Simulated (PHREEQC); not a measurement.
# Buffer: speciation

A solution holds 20 mmol/kgw HF, 5 mmol/kgw Na2B4O7 and 0.36 mmol/kgw KCl, at 20 °C. Closed to the air; pH follows from the charge balance.

All values are PHREEQC results (ion-association model, phreeqc.dat), not measurements.

Precipitation was switched off in this run.

Predict the pH, ionic strength.

pH 4.02; ionic strength 0.0104 mol/kgw.

In which forms is B present?

H3BO3 77 %, BF4- 9.4 %, BF2(OH)2- 8.3 %, BF3OH- 4.8 % of the B.

Real BF4- forms and hydrolyses slowly; the run takes it at equilibrium.
